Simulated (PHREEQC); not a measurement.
A solution holds 0.83 mol/kgw HCl, 0.1 mol/kgw BaCl2 and 0.21 mol/kgw NaCl, at 20 °C. Closed to the air; pH follows from the charge balance.

The numbers come from PHREEQC with the Pitzer model, pitzer.dat.

```json
{
 "pH": "0.02",
 "ionic_strength": "1.34 mol/kgw",
 "activity_of_water": "0.956",
 "density": "1.038 g/cm³",
 "osmotic_coefficient": "1.040",
 "total_alkalinity": "-830 meq/kg"
}
```

```
species  molality  activity   log γ
-------  --------  --------  ------
Cl-          1.24     0.727  -0.232
H+          0.830     0.963   0.064
Na+         0.210     0.195  -0.032
Ba+2        0.100    0.0305  -0.516
```

Precipitation was switched off in this run. In brines, pH and single-ion activities rest on the MacInnes convention.
